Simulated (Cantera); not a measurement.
Feed: 1 mol trisilylamine, 1.2 mol NH3, held at 1950 K and 133 Pa.

These are equilibrium values from Cantera (NASA tables, ideal gas, pure condensed phases), not measurements of a reactor. Candidate condensed phases: Si, Si3N4; 18 gas species. The feed counts by its element totals alone. The tables' values for SiN are old estimates; treat these amounts as uncertain. Gases not in the tables: Si2H6 and higher silanes. Equilibrium is a limit: real reactors are often held back by kinetics, nucleation or transport.

Base state: H2 0.809, N2 0.144, H 0.0282, Si 0.0179, SiH 0.000449, Si2 0.000164, Si2N 0.000100, SiN 7.28e-5 (mole fractions); condensed: Si(l).

What changes in the equilibrium state with this change: temperature from 1950 K to 1650 K?


```csv
species,before,after
H2,0.809,0.849
N2,0.144,0.148
H,0.0282,0.00229
Si,0.0179,0.000201
Si2,0.000164,6.77e-7
Si3,3.60e-5,1.61e-7
SiH,0.000449,1.24e-5
SiN,7.28e-5,2.03e-6
"Si(l), mol",2.85,0
"Si(s), mol",0,3.00
```
